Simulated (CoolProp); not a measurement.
Vapour-liquid equilibrium of toluene (1) + n-decane (2) at 475.4 K; x and y are mole fractions of (1).

Model: multi-fluid Helmholtz-energy mixture model, Lemmon 2006 and Lemmon 2006; pair parameters Bell 2016, in CoolProp.

Question: Give the bubble pressure and the first vapour's composition at x = 0.15, 0.75, 0.95. Is there an azeotrope?

Answer: x = 0.15: 2.789 bar, y = 0.375; x = 0.75: 6.316 bar, y = 0.901; x = 0.95: 7.500 bar, y = 0.982. No azeotrope shows between x = 0.05 and 0.95.

Pair parameters are fitted to limited data, so mixtures are less certain than the pure fluids.
